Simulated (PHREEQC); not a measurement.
# City or well water: an equilibrium model

Synthetic water in mg/L, 25 °C, pH 8.17, pe 9.3: Na 154; K 21.4; Ca 103; Mg 13.4; Cl 364; S(6) as SO4 126; Alkalinity as HCO3 31.9; Zn 1.22; Sr 0.913; Cu(2) 5.74; B 0.494; N(5) as NO3 0.981.

Cl is adjusted to close the charge balance.
Valence states are taken as typed.

Computed with PHREEQC (ion-association model, wateq4f.dat).

```yaml
ionic_strength: 0.0170 mol/kgw
```

| species | molality | activity | log γ |
|---|---|---|---|
| Cl- | 0.0106 | 0.00926 | -0.058 |
| Na+ | 0.00668 | 0.00588 | -0.056 |
| Ca+2 | 0.00238 | 0.00145 | -0.216 |
| SO4-2 | 0.00106 | 0.000638 | -0.220 |
| K+ | 0.000545 | 0.000478 | -0.058 |
| Mg+2 | 0.000504 | 0.000309 | -0.212 |

Precipitation was switched off in this run. Saturation is exceeded, for instance for Malachite, Cu(OH)2; the values hold only as long as no solid forms. Species that the database lacks are ignored. The database's constant for dissolved Cu(OH)2 is higher than later reviews accept. The database's zinc carbonate complexes are estimates, stronger than later reviews accept.
